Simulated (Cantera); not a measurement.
Mixture: H2 : O2 : N2 : NO = 1 : 1.04 : 3.92 : 0.018 (molar parts), at 73000 Pa, adiabatic and at constant volume. Ignition delay is the time to a rise of 400 K.

Detailed kinetics in Cantera: GRI-Mech 3.0 (53 species, 325 reactions). The mechanism lacks 2 NO + O2 → 2 NO2 and HONO, so NO2 and the effect of NO are under-described below about 1400 K. Where the delays flatten at high temperature, the 400 K rule measures the pace of heat release, not the induction time.

Question: What does this change do: constant pressure in place of constant volume?

Answer: 
```json
[
 {"quantity": "delay at 1275 K", "before": "48.9 µs", "after": "56.2 µs"},
 {"quantity": "delay at 1375 K", "before": "37.1 µs", "after": "45.6 µs"},
 {"quantity": "delay at 1475 K", "before": "31.8 µs", "after": "41.8 µs"},
 {"quantity": "delay at 1575 K", "before": "30.2 µs", "after": "42.1 µs"},
 {"quantity": "delay at 1675 K", "before": "31.0 µs", "after": "45.1 µs"},
 {"quantity": "delay at 1775 K", "before": "33.7 µs", "after": "50.2 µs"},
 {"quantity": "delay at 1875 K", "before": "37.8 µs", "after": "57.1 µs"}
]
```

Question: What does this change do: pressure from 73000 Pa to 1000000 Pa?

Answer: 
```json
[
 {"quantity": "delay at 1275 K", "before": "48.9 µs", "after": "5.51 µs"},
 {"quantity": "delay at 1375 K", "before": "37.1 µs", "after": "2.73 µs"},
 {"quantity": "delay at 1475 K", "before": "31.8 µs", "after": "1.71 µs"},
 {"quantity": "delay at 1575 K", "before": "30.2 µs", "after": "1.22 µs"},
 {"quantity": "delay at 1675 K", "before": "31.0 µs", "after": "0.940 µs"},
 {"quantity": "delay at 1775 K", "before": "33.7 µs", "after": "0.774 µs"},
 {"quantity": "delay at 1875 K", "before": "37.8 µs", "after": "0.673 µs"}
]
```
The hydrogen kinetics of GRI-Mech 3.0 are dated; newer H2 mechanisms differ, most at raised pressure.

Question: What does this change do: O2 1.04 to 0.43 parts?

Answer: 
```tsv
quantity	before	after
delay at 1275 K	48.9 µs	86.8 µs
delay at 1375 K	37.1 µs	67.1 µs
delay at 1475 K	31.8 µs	58.7 µs
delay at 1575 K	30.2 µs	56.9 µs
delay at 1675 K	31.0 µs	59.3 µs
delay at 1775 K	33.7 µs	64.9 µs
delay at 1875 K	37.8 µs	73.1 µs
```
